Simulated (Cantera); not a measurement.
A closed system holds: 1 mol HF, 0.038 mol SO2, held at 898.15 K and 4400 Pa.

Cantera equilibrium calculation (NASA polynomials, part measured and part estimated; ideal gas, pure solids and liquids). Candidate condensed phases: H2O, H2SO4, S; 43 gas species. Equilibrium is a limit: real reactors are often held back by kinetics, nucleation or transport.

Base state: HF 0.963, SO2 0.0366 (mole fractions); condensed: gas only.

Question: What changes in the equilibrium state with this change: temperature from 898.15 K to 2648.15 K?

Answer: 
| species | before | after |
|---|---|---|
| HF | 0.963 | 0.921 |
| SO2 | 0.0366 | 0.0170 |
| F | <1e-9 | 0.0166 |
| SO | 5.23e-8 | 0.0152 |
| O | <1e-9 | 0.00919 |
| H | <1e-9 | 0.00820 |
| O2 | <1e-9 | 0.00445 |
| S | <1e-9 | 0.00322 |
| OH | <1e-9 | 0.00238 |
